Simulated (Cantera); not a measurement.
# Counterflow diffusion flame

A counterflow diffusion flame at 750 Torr, nozzles 20 mm apart: fuel side CH4 = 1 (molar parts) at 548 K, oxidiser side O2 : N2 = 0.21 : 0.79 (molar parts) at 750 K, fuel mass flux 0.7 times the oxidiser's; mixture-averaged transport, no radiation.

Model: GRI-Mech 3.0 (53 species, 325 reactions), integrated in Cantera. GRI-Mech 3.0 has no aromatics or soot, which form on the fuel side of real flames. The maximum strain rate includes the flame's own expansion and is several times the mean.

| oxidiser flux (kg/m²/s) | max strain (1/s) | mean strain (1/s) | T max (K) | peak x OH | peak x H | peak x NO | peak x CO | peak x C2H2 |
|---|---|---|---|---|---|---|---|---|
| 0.25 | 220 | 51.9 | 2237 | 0.0106 | 0.00545 | 0.000402 | 0.0668 | 0.0184 |
| 0.37 | 313 | 76.8 | 2219 | 0.0106 | 0.00575 | 0.000367 | 0.0652 | 0.0173 |
| 0.53 | 434 | 110 | 2206 | 0.0106 | 0.00604 | 0.000336 | 0.0641 | 0.0165 |
| 0.78 | 618 | 162 | 2191 | 0.0105 | 0.00632 | 0.000299 | 0.0631 | 0.0155 |
| 1.1 | 847 | 228 | 2174 | 0.0103 | 0.00653 | 0.000260 | 0.0622 | 0.0144 |
| 1.7 | 1270 | 353 | 2150 | 0.00990 | 0.00669 | 0.000207 | 0.0615 | 0.0130 |
| 2.4 | 1740 | 498 | 2126 | 0.00945 | 0.00671 | 0.000162 | 0.0611 | 0.0117 |
| 3.6 | 2540 | 747 | 2090 | 0.00872 | 0.00653 | 0.000110 | 0.0610 | 0.00973 |
| 5.2 | 3580 | 1080 | 2045 | 0.00769 | 0.00601 | 6.43e-5 | 0.0611 | 0.00743 |
x: mole fraction; the columns are a selection and need not sum to one.
